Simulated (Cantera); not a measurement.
An isothermal, constant-pressure homogeneous reactor starts with CH₄ : N₂ = 1 : 5.9 (molar parts), at 1800 K and 0.00138 atm.

Model: GRI-Mech 3.0 (53 species, 325 reactions), integrated in Cantera. GRI-Mech 3.0 stops at C3 and has no aromatics, soot or wall deposition, so with more carbon than oxygen in the feed, carbon stays in small species such as C2H2 where larger ones or solid carbon would form. Radical loss at walls, strong at low pressure, is not modelled.

x: mole fraction; the columns are a selection and need not sum to one.

| t (s) | x CH₄ | x HCN | x H | x C₂H₄ | x H₂ |
|---|---|---|---|---|---|
| 0.000400 | 0.145 | <1e-12 | 1.38e-6 | 1.45e-11 | 3.28e-6 |
| 0.000770 | 0.145 | <1e-12 | 1.43e-6 | 1.89e-10 | 7.54e-6 |
| 0.00148 | 0.145 | <1e-12 | 1.44e-6 | 2.14e-9 | 1.59e-5 |
| 0.00286 | 0.145 | <1e-12 | 1.44e-6 | 2.05e-8 | 3.19e-5 |
| 0.00550 | 0.145 | <1e-12 | 1.46e-6 | 1.72e-7 | 6.30e-5 |
| 0.0106 | 0.145 | 1.68e-12 | 1.54e-6 | 1.33e-6 | 0.000125 |
| 0.0204 | 0.144 | 9.13e-12 | 1.85e-6 | 9.81e-6 | 0.000256 |
| 0.0392 | 0.144 | 5.28e-11 | 3.02e-6 | 6.93e-5 | 0.000606 |
| 0.0756 | 0.142 | 4.49e-10 | 7.75e-6 | 0.000461 | 0.00198 |
| 0.146 | 0.134 | [?] | 2.88e-5 | 0.00255 | 0.00931 |
| 0.280 | 0.105 | [?] | 0.000117 | 0.00664 | 0.0431 |
| 0.539 | 0.0597 | [?] | 0.000283 | 0.00293 | 0.106 |
| 1.04 | 0.0289 | [?] | 0.000427 | 0.000640 | 0.150 |
| 2.00 | 0.0123 | [?] | 0.000585 | 0.000134 | 0.173 |

**Question.** Fill in the missing entries.

**Answer.** 
- 0.146, x HCN: 6.98e-9
- 0.280, x HCN: 1.19e-7
- 0.539, x HCN: 8.71e-7
- 1.04, x HCN: 2.72e-6
- 2.00, x HCN: 6.03e-6
